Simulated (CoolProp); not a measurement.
Vapour-liquid equilibrium of CH2F2 (R32) (1) + propane (2) at 0.482 MPa; x and y are mole fractions of (1).

The numbers come from the multi-fluid Helmholtz-energy mixture model, Tillner-Roth 1997 and Lemmon 2009; pair parameters Bell 2016 in CoolProp.

| x | bubble temperature (K) | y at the bubble point | dew temperature at overall composition x (K) | liquid density (mol/L) |
|---|---|---|---|---|
| 0.05 | 263.1 | ? | 272.0 | 12.46 |
| 0.125 | 254.9 | 0.483 | 269.4 | 13.01 |
| 0.2 | 251.3 | 0.561 | 266.6 | 13.47 |
| 0.275 | 249.8 | 0.596 | 263.8 | ? |
| 0.35 | 249.1 | 0.612 | 260.7 | 14.36 |
| 0.425 | 248.9 | 0.619 | 257.5 | 14.86 |
| 0.5 | 248.9 | 0.621 | 254.1 | 15.42 |
| 0.575 | 248.9 | ? | 250.7 | 16.07 |
| 0.65 | 248.9 | 0.626 | 249.2 | ? |
| 0.725 | 248.9 | 0.634 | 250.9 | ? |
| 0.8 | 249.3 | 0.656 | 252.8 | ? |
| 0.875 | 250.4 | 0.707 | 254.7 | 19.57 |
| 0.95 | 253.5 | ? | 256.6 | 20.62 |

Problem. Some entries are withheld; supply them.

Solution. 
- 0.05, y at the bubble point: 0.291
- 0.275, liquid density (mol/L): 13.90
- 0.575, y at the bubble point: 0.623
- 0.65, liquid density (mol/L): 16.80
- 0.725, liquid density (mol/L): 17.63
- 0.8, liquid density (mol/L): 18.56
- 0.95, y at the bubble point: 0.830

y crosses x between x = 0.575 and 0.65: the model has an azeotrope there.

The pair parameters rest on a limited set of measurements; away from them the model extrapolates. With so large a gap from Raoult's law the liquid may split in two, which this calculation doesn't test in full.
